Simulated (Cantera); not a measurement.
Mixture: 15.1 % CH4, 17.8 % O2, 66.7 % N2, 0.362 % CO2, at 1.01 bar, adiabatic and at constant pressure. Ignition delay is the time to a rise of 400 K.

Cantera simulation using GRI-Mech 3.0 (53 species, 325 reactions); the numbers are that mechanism's predictions, not measurements.

Problem. Predict: delay at 1075 K; delay at 1225 K; delay at 1375 K; delay at 1525 K; apparent activation energy between 1450 and 1600 K.

Solution. 
```
Item                                                    Result
--------------------------------------------------  ----------
delay at 1075 K                                        0.412 s
delay at 1225 K                                        42.8 ms
delay at 1375 K                                        6.06 ms
delay at 1525 K                                        1.13 ms
apparent activation energy between 1450 and 1600 K  200 kJ/mol
```
